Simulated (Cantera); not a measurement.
An adiabatic, constant-pressure homogeneous reactor starts with CO : H₂ : CH₄ : O₂ : N₂ = 1 : 0.7 : 0.053 : 1.31 : 4.92 (molar parts), at 1200 K and 0.365 atm. Integrator tolerance rtol = 1e-08.

Cantera simulation using GRI-Mech 3.0 (53 species, 325 reactions); the numbers are that mechanism's predictions, not measurements.

```json
[
 {"quantity": "time of steepest temperature rise", "before": "0.167 ms", "after": "42.7 µs"},
 {"quantity": "temperature at 0.100 s", "before": "2516 K", "after": "2683 K"},
 {"quantity": "equilibrium temperature", "before": "2516 K", "after": "2683 K"},
 {"quantity": "x(CO) at 0.100 s", "before": "0.0317 (gas-phase equilibrium 0.0317)", "after": "0.0170 (gas-phase equilibrium 0.0170)"},
 {"quantity": "x(H₂) at 0.100 s", "before": "0.00441 (gas-phase equilibrium 0.00441)", "after": "0.00206 (gas-phase equilibrium 0.00206)"},
 {"quantity": "x(CH₄) at 0.100 s", "before": "<1e-12 (gas-phase equilibrium <1e-12)", "after": "<1e-12 (gas-phase equilibrium <1e-12)"},
 {"quantity": "x(OH) at 0.100 s", "before": "0.0138 (gas-phase equilibrium 0.0138)", "after": "0.00981 (gas-phase equilibrium 0.00981)"},
 {"quantity": "x(CH₂O) at 0.100 s", "before": "2.07e-11 (gas-phase equilibrium 2.07e-11)", "after": "1.40e-10 (gas-phase equilibrium 1.40e-10)"},
 {"quantity": "x(H₂O) at 0.100 s", "before": "0.0972 (gas-phase equilibrium 0.0972)", "after": "0.104 (gas-phase equilibrium 0.104)"}
]
```

Which change was made?
A) pressure from 0.365 atm to 7.40 atm
B) initial temperature 1200 to 1450 K
C) pressure from 0.365 atm to 9.87 atm
D) initial temperature 1200 to 1373 K

C, pressure from 0.365 atm to 9.87 atm
